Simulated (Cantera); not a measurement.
A perfectly stirred reactor is fed with C2H6 : O2 : N2 : CO2 = 1 : 3.5 : 13.2 : 0.28 (molar parts), at 9.10 bar; it is adiabatic with a 575 K inlet, and is followed from long to short residence time, starting on the burning branch (τ in s: 0.2, 0.062, 0.019, 0.006, 0.0019, 0.00058, 0.00018, 5.6e-05, 1.7e-05).

Computed with Cantera and GRI-Mech 3.0 (53 species, 325 reactions).

One state of this run: T (K) = 2389; x C2H6 = 1.27e-6; x O2 = 0.00812; x H2O = 0.154; x HO2 = 2.97e-6; x CH3 = 7.40e-6; x CH2 = 7.65e-7. x: mole fraction; the columns are a selection and need not sum to one.

Task: Which value of τ (s) does it belong to?
A. 0.019
B. 0.062
C. 0.00018
D. 0.0019

Result: D, 0.0019
